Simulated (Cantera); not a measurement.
Input: 1 mol (CH₃)₂SiCl₂, 0.11 mol C₃H₈, 23 mol H₂, at 0.0300 bar.

Equilibrium computed with Cantera from the NASA thermochemical tables; the gas is ideal and each condensed phase is pure. Candidate condensed phases: C, C₆H₆, C₇H₈, C₈H₁₈, Si, SiC; 109 gas species. The feed counts by its element totals alone. Gases not in the tables: Si₂H₆ and higher silanes. Kinetics and transport are ignored.

What share of the Si ends up in condensed phases as a function of T (K), at 1050, 1200, 1350, 1500, 1650, 1800, 1950, 2100, 2250, 2400?


```csv
T (K),Si condensed (%),as
1050,98.4,SiC(s)
1200,99.8,SiC(s)
1350,99.8,SiC(s)
1500,99.6,SiC(s)
1650,99.3,SiC(s)
1800,98.8,SiC(s)
1950,98.1,SiC(s)
2100,96.1,SiC(s)
2250,86.7,SiC(s)
2400,34.6,SiC(s)
```
